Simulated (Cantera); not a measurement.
## Ignition delay

Mixture: H₂ : O₂ : N₂ = 1 : 0.595 : 2.24 (molar parts), equivalence ratio 0.84, at 900 Torr, adiabatic and at constant volume. Ignition delay is the time to a rise of 400 K.

Detailed kinetics in Cantera: GRI-Mech 3.0 (53 species, 325 reactions). Where the delays flatten at high temperature, the 400 K rule measures the pace of heat release, not the induction time.

```
T0 (K)  delay (ms)
------  ----------
1250        0.0293
1350        0.0194
1450        0.0144
1550        0.0117
1650        0.0103
1750       0.00977
1850       0.00984
1950        0.0104
2050        0.0113
2150        0.0126
```
